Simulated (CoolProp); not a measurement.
Vapour pressure (bar) of hydrogen chloride: the reference equation beside estimates from Tc = 51.5 °C, pc = 83.14 bar, ω = 0.130. Clausius-Clapeyron is anchored at -73.45 °C with a constant enthalpy of vaporisation of 15.71 kJ/mol.

The numbers come from the reference Helmholtz-energy equation of state, Thol 2018 in CoolProp.

```csv
T (°C),reference,Lee-Kesler,Clausius-Clapeyron,van der Waals,Redlich-Kwong,Soave-Redlich-Kwong,Peng-Robinson
-73.45,1.870,1.811,1.870,8.321,2.198,?,1.845
-61.65,3.248,3.196,3.171,?,3.840,3.195,3.221
-49.75,?,5.299,5.104,15.26,6.276,5.296,5.300
-37.95,8.235,8.271,?,19.80,9.644,8.276,8.240
-26.15,12.21,12.32,11.45,25.15,14.14,12.36,12.26
-14.25,17.51,17.71,16.28,31.39,19.98,17.82,17.65
-2.45,24.28,?,22.38,?,27.23,24.80,24.53
9.35,32.81,33.15,29.96,46.48,36.10,33.56,33.21
21.25,?,43.86,39.26,55.53,46.83,44.44,44.06
33.05,56.55,56.87,?,65.49,59.37,57.52,57.16
```

Q: Some entries are withheld; supply them.

A: 
- -73.45, Soave-Redlich-Kwong: 1.813
- -61.65, van der Waals: 11.43
- -49.75, reference: 5.319
- -37.95, Clausius-Clapeyron: 7.802
- -2.45, Lee-Kesler: 24.56
- -2.45, van der Waals: 38.48
- 21.25, reference: 43.51
- 33.05, Clausius-Clapeyron: 50.28

Absolute difference from the reference over all 10 rows, mean and median: Lee-Kesler 1.1 and 1.0 %, Clausius-Clapeyron 6.2 and 6.6 %, van der Waals 125.3 and 92.6 %, Redlich-Kwong 13.6 and 15.0 %, Soave-Redlich-Kwong 1.7 and 1.7 %, Peng-Robinson 0.8 and 0.9 %.
